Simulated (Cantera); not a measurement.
A closed system holds: 1 mol SiH2Cl2, 18 mol NO, at 40.0 Pa.

Cantera equilibrium calculation (NASA polynomials, part measured and part estimated; ideal gas, pure solids and liquids). Candidate condensed phases: H2O, NH4Cl, Si, SiO2, Si2N2O, Si3N4; 47 gas species. The tables hold silica as quartz up to 1696 K and as liquid above; real silica turns to tridymite and cristobalite and melts near 1996 K. Rates play no part.

### Question
Which condensed phases are stable at each of these points (T (K)): 1723, 1773, 1823, 1873, 1923, 1973, 2023, 2073, 2123?

### Answer
```
T (K)  condensed phases  Si condensed (%)
-----  ----------------  ----------------
1723    SiO2(condensed)             100.0
1773    SiO2(condensed)             100.0
1823    SiO2(condensed)              99.9
1873    SiO2(condensed)              99.5
1923    SiO2(condensed)              98.4
1973    SiO2(condensed)              94.8
2023            SiO2(l)              83.7
2073            SiO2(l)              50.0
2123           gas only               0.0
```

From 1723 K to 1973 K the condensed part is SiO2(condensed). From 2023 K to 2073 K the condensed part is SiO2(l). At 2123 K nothing is condensed.
